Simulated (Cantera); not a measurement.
Premixed flame

A freely propagating, adiabatic, planar premixed flame of 54.1 % H2, 9.68 % O2, 36.3 % N2, equivalence ratio 2.8, unburnt at 400 K and 3750 Torr; multicomponent transport, grid criteria slope 0.08 and curve 0.16, no radiation.

Model: the H2/O2 subset of GRI-Mech 3.0, which has no nitrogen chemistry, integrated in Cantera. The hydrogen kinetics of GRI-Mech 3.0 are dated; newer H2 mechanisms differ, most at raised pressure. Burning velocities carry a grid error of a few per cent, more on coarse grids.

```
z (mm)   T (K)  u (m/s)   x H2      x O2    x H2O       x O     x HO2      x H
-------  -----  -------  -----  --------  -------  --------  --------  -------
-0.173     400     3.40  0.541    0.0968    <1e-8     <1e-8     <1e-8    <1e-8
-0.116     400     3.40  0.541    0.0968  2.67e-7     <1e-8   1.48e-8    <1e-8
-0.0866    401     3.41  0.540    0.0968  3.41e-6     <1e-8   2.19e-7    <1e-8
-0.0578    407     3.45  0.539    0.0970  5.93e-5   6.75e-8   4.72e-6    <1e-8
-0.0289    539     4.47  0.525    0.0967  0.00586   8.83e-6  0.000606  4.75e-5
-0.0144    865     6.97  0.492    0.0851   0.0378  0.000124  0.000635  0.00244
0         1215     9.60  0.445    0.0602   0.0932  0.000496  0.000285   0.0116
0.0144    1453     11.4  0.402    0.0319    0.149  0.000680  0.000132   0.0229
0.0289    1584     12.4  0.377    0.0136    0.184  0.000447   5.37e-5   0.0292
0.0578    1692     13.1  0.364   0.00215    0.207  0.000121   8.02e-6   0.0291
0.116     1767     13.7  0.367  0.000125    0.212   3.88e-5   4.54e-7   0.0219
0.231     1826     14.1  0.372   5.97e-6    0.213   1.64e-5   3.31e-8   0.0141
0.462     1867     14.4  0.376   1.66e-6    0.214   5.99e-6   1.13e-8  0.00826
```
x: mole fraction of selected species; z is measured from the peak of heat release.

The laminar burning velocity is 340 cm/s, the thermal thickness comes out as 0.0578 mm and the peak x(O) comes out as 0.000690. The peak x(HO2) is 0.000883. The peak x(H) comes out as 0.0303 and the grid points comes out as 109.
